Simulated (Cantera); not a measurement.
Feed: 1 mol SiF₄, 0.11 mol O₃, held at 1775 K and 41.0 Pa.

Equilibrium computed with Cantera from the NASA thermochemical tables; the gas is ideal and each condensed phase is pure. Candidate condensed phases: Si, SiO₂; 17 gas species. The tables' values for SiF₃ are old estimates; treat these amounts as uncertain. Rates play no part.

Task: What is the equilibrium state?

Result: 
```json
{
  "x(SiF₄)": "0.856",
  "x(O₂)": "0.141",
  "x(O)": "0.00177",
  "x(F)": "0.000804",
  "x(SiF₃)": "0.000781",
  "x(SiO)": "3.92e-6",
  "x(SiO₂)": "1.65e-6",
  "gas_amount": "1.167 mol",
  "log10 activity of Si(l) (absent)": "-13.92"
}
```
